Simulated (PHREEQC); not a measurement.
# Alkaline etch or developer

Dissolve 0.029 mol/kgw KOH, 0.00059 mol/kgw CO2 and 0.00095 mol/kgw Na2CO3 at 5 °C. Closed to the air; pH follows from the charge balance.

Model: ion-association model, phreeqc.dat, run in PHREEQC.

| Quantity | Result |
|---|---|
| pH | 13.10 |
| ionic strength | 0.0324 mol/kgw |
| specific conductance | 4150 µS/cm |
| total alkalinity | 30.9 meq/kg |

| species | molality | activity | log γ |
|---|---|---|---|
| K+ | 0.0290 | 0.0245 | -0.073 |
| OH- | 0.0278 | 0.0235 | -0.074 |
| Na+ | 0.00189 | 0.00161 | -0.069 |
| CO3-2 | 0.00153 | 0.000820 | -0.270 |
| NaCO3- | 9.82e-6 | 8.34e-6 | -0.071 |
| HCO3- | 2.72e-6 | 2.33e-6 | -0.068 |

Precipitation was switched off in this run. Constants without temperature data keep their 25 °C values here.
